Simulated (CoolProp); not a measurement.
Saturation properties of CH3F (R41).

The numbers come from the reference Helmholtz-energy equation of state, Lemmon 2006 in CoolProp. It is a short technical equation, of lower accuracy than the large ones.

```csv
T (°C),p (MPa),vapour density (kg/m³),enthalpy of vaporisation (kJ/kg),liquid cp (kJ/(kg K))
-67.65,0.1766,3.743,472.3,2.091
-63.75,0.2129,4.463,466.4,2.101
-59.85,0.2548,5.287,460.4,2.112
-55.95,0.3027,6.226,454.2,2.125
-52.05,0.3573,7.291,447.7,2.139
-48.15,0.4191,8.496,441.1,2.155
-44.25,0.4888,9.852,434.2,2.173
-40.35,0.5669,11.38,427.1,2.193
-36.55,0.6518,13.04,420.0,2.215
-32.65,0.7486,14.94,412.3,2.241
-28.75,0.8558,17.07,404.4,2.269
```

It boils at -78.4 °C under 1 atm.
